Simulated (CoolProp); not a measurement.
R236FA at several states: fugacity coefficient from the reference equation and from simpler models built on Tc = 124.9 °C, pc = 3.191 MPa, ω = 0.377; each cubic takes its own stable root.

The numbers come from the reference Helmholtz-energy equation of state, Pan 2012 in CoolProp.

| T (°C) | p (MPa) | phase | reference | Redlich-Kwong | Soave-Redlich-Kwong |
|---|---|---|---|---|---|
| 13.75 | 0.134 | gas | 0.9520 | 0.9644 | 0.9588 |
| 15.15 | 3.63 | liquid | 0.05794 | 0.1093 | 0.05949 |
| 102.45 | 1.43 | gas | 0.8103 | 0.8235 | 0.8166 |
| 28.05 | 7.74 | liquid | 0.04918 | 0.08592 | 0.05168 |
| 21.35 | 5.49 | liquid | 0.05106 | 0.09266 | 0.05299 |
| -32.25 | 1.48 | liquid | 0.01643 | 0.05074 | 0.01639 |
